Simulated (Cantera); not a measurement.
What does this Cantera script print?

```python
import numpy as np
import cantera as ct

gas_names = """
    Electron Mg Mg+ MgN MgO Mg2 N N+ N- NO NO+ NO2 NO2- NO3 NO3- N2 N2+ N2- N2O N2O+ O O+ O- O2 O2+ O2-
    O3
""".split()
cond_names = """
    Mg(cr) Mg(L) MgO(s) MgO(L)
""".split()


def load(file, names, dense=False):
    # The tables refer to 1 bar. Condensed volumes are neglected.
    table = {s.name: s for s in ct.Species.list_from_file(file)}
    out = []
    for n in names:
        d = dict(table[n].input_data)
        d["thermo"] = dict(d["thermo"], **{"reference-pressure": 1e5})
        if dense:
            d["equation-of-state"] = {"model": "constant-volume", "density": "1e6 g/cm^3"}
        out.append(ct.Species.from_dict(d))
    return out


gas = ct.Solution(thermo="ideal-gas", species=load("nasa_gas.yaml", gas_names))
cond = {s.name: ct.Solution(thermo="fixed-stoichiometry", species=[s], name=s.name)
        for s in load("nasa_condensed.yaml", cond_names, dense=True)}
atoms = {
    'MgO': {'Mg': 1, 'O': 1},
    'N2': {'N': 2},
}
top_T = {}  # K; cautious upper limits of use, not melting points


def equilibrate(T, P, feed):
    n = {}
    for name, mol in feed.items():
        for a, k in atoms[name].items():
            n[a] = n.get(a, 0.0) + k * mol
    gas.TPX = T, P, n
    mass = sum(n.values()) * gas.mean_molecular_weight
    gas.equilibrate("TP")
    valid = [c for c in cond.values() if c.min_temp <= T <= top_T.get(c.name, c.max_temp)]
    mix = ct.Mixture([(gas, mass / gas.mean_molecular_weight)] + [(c, 0.0) for c in valid])
    mix.T, mix.P = T, P
    mix.equilibrate("TP", solver="vcs", rtol=1e-11, max_steps=5000)
    return mix


results = []
feed = {'MgO': 1, 'N2': 2.9}  # mol
P = 2900  # Pa
for T in [3000, 3250, 3500, 3750, 4000, 4250, 4500, 4750, 5000]:
    mix = equilibrate(T, P, feed)
    results.append((T, P, feed, dict(zip(mix.species_names, mix.species_moles))))
    x = sorted(zip(gas.X, gas.species_names), reverse=True)
    print(f"T = {T:g} K  P = {P:g} Pa  gas = {mix.phase_moles(0):.4g} mol")
    print("   x: " + "  ".join(f"{s} {v:.3e}" for v, s in x if v > 0.001))
    print("   condensed (mol): " + ("  ".join(f"{mix.phase(i).name} {mix.phase_moles(i):.4g}"
          for i in range(1, mix.n_phases) if mix.phase_moles(i) > 1e-12) or "none"))
```

Output:

```
T = 3000 K  P = 2900 Pa  gas = 4.669 mol
   x: N2 6.127e-01  Mg 2.068e-01  O 1.223e-01  O2 3.383e-02  NO 1.690e-02  MgO 7.335e-03
   condensed (mol): none
T = 3250 K  P = 2900 Pa  gas = 4.79 mol
   x: N2 5.985e-01  Mg 2.051e-01  O 1.660e-01  NO 1.358e-02  O2 1.279e-02  MgO 3.603e-03
   condensed (mol): none
T = 3500 K  P = 2900 Pa  gas = 4.852 mol
   x: N2 5.923e-01  Mg 2.041e-01  O 1.864e-01  NO 9.771e-03  O2 4.144e-03  MgO 1.696e-03  N 1.001e-03
   condensed (mol): none
T = 3750 K  P = 2900 Pa  gas = 4.883 mol
   x: N2 5.889e-01  Mg 2.033e-01  O 1.943e-01  NO 6.928e-03  N 3.027e-03  O2 1.386e-03
   condensed (mol): none
T = 4000 K  P = 2900 Pa  gas = 4.91 mol
   x: N2 5.842e-01  Mg 2.017e-01  O 1.972e-01  N 7.966e-03  NO 5.007e-03  Mg+ 1.471e-03  Electron 1.471e-03
   condensed (mol): none
T = 4250 K  P = 2900 Pa  gas = 4.95 mol
   x: N2 5.747e-01  Mg 1.987e-01  O 1.977e-01  N 1.865e-02  NO 3.698e-03  Mg+ 3.021e-03  Electron 3.021e-03
   condensed (mol): none
T = 4500 K  P = 2900 Pa  gas = 5.019 mol
   x: N2 5.566e-01  O 1.961e-01  Mg 1.933e-01  N 3.943e-02  Mg+ 5.708e-03  Electron 5.707e-03  NO 2.771e-03
   condensed (mol): none
T = 4750 K  P = 2900 Pa  gas = 5.141 mol
   x: N2 5.251e-01  O 1.923e-01  Mg 1.844e-01  N 7.602e-02  Mg+ 1.000e-02  Electron 1.000e-02  NO 2.080e-03
   condensed (mol): none
T = 5000 K  P = 2900 Pa  gas = 5.341 mol
   x: N2 4.751e-01  O 1.856e-01  Mg 1.708e-01  N 1.342e-01  Mg+ 1.633e-02  Electron 1.633e-02  NO 1.541e-03
   condensed (mol): none
```

Equilibrium computed with Cantera from the NASA thermochemical tables; the gas is ideal and each condensed phase is pure.
